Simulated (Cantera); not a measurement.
Charge: 1 mol Al2O3, 0.9 mol O2, equilibrated at 0.133 bar.

Method: chemical equilibrium by Gibbs-energy minimisation in Cantera with the NASA 1993 tables (ideal gas, pure condensed phases). Candidate condensed phases: Al, Al2O3; 9 gas species. Equilibrium is a limit: real reactors are often held back by kinetics, nucleation or transport. All values below are at 1702 °C.

Base state: O2 0.998, O 0.00151 (mole fractions); condensed: Al2O3(s).

What changes in the equilibrium state with this change: Al2O3 replaced by TiO2?


```csv
species,before,after
O2,0.998,0.998
O,0.00151,0.00151
"Al2O3(s), mol",1.00,0
"TiO2(rutile), mol",0,1.000
```
Further candidate phases: Ti, TiO, TiO2, Ti2O3, Ti3O5, Ti4O7.
